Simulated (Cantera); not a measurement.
Source: NASA polynomial tables (part measured, part estimated), evaluated in Cantera. Values are per mole of reaction as written; species without (g) are pure solids or liquids, kept so even where they would boil at 1 bar.

**Question.** Between 373 and 823 K, where is each reaction favourable under standard conditions?
- 2 NH₃(g) + 2 VO₂(g) ⇌ 2 V + 3 H₂O(g) + N₂O(g)

**Answer.** 
- 2 NH₃(g) + 2 VO₂(g) ⇌ 2 V + 3 H₂O(g) + N₂O(g): ΔG° is -60 kJ at 373 K and -35 kJ at 823 K; it stays negative (K > 1). ΔH° is -76 kJ and ΔS° -50 J/K at 823 K.
